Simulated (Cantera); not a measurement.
BCl3 + O2 (boron, boron nitride and boron oxide)

Input: 1 mol BCl3, 3.4 mol O2, at 188 Torr.

Equilibrium computed with Cantera from the NASA thermochemical tables; the gas is ideal and each condensed phase is pure. Candidate condensed phases: B, B2O3; 18 gas species. The tables' values for BOCl are old estimates; treat these amounts as uncertain. Kinetics and transport are ignored.

```
T (°C)  log p O2  log p Cl2  log p Cl  log p ClO  n B2O3(l)
------  --------  ---------  --------  ---------  ---------
1002       -0.80      -1.05     -2.53      -4.40      0.500
1052       -0.80      -1.06     -2.34      -4.24      0.500
1102       -0.80      -1.07     -2.17      -4.10      0.500
1152       -0.81      -1.08     -2.00      -3.97      0.500
1202       -0.81      -1.09     -1.85      -3.85      0.499
1252       -0.81      -1.11     -1.72      -3.75      0.499
1302       -0.82      -1.14     -1.59      -3.65      0.497
1352       -0.83      -1.17     -1.48      -3.57      0.493
```
log p: log10 of the partial pressure in bar; n: condensed amount in mol.

From 1002 °C to 1352 °C the condensed part is B2O3(l).
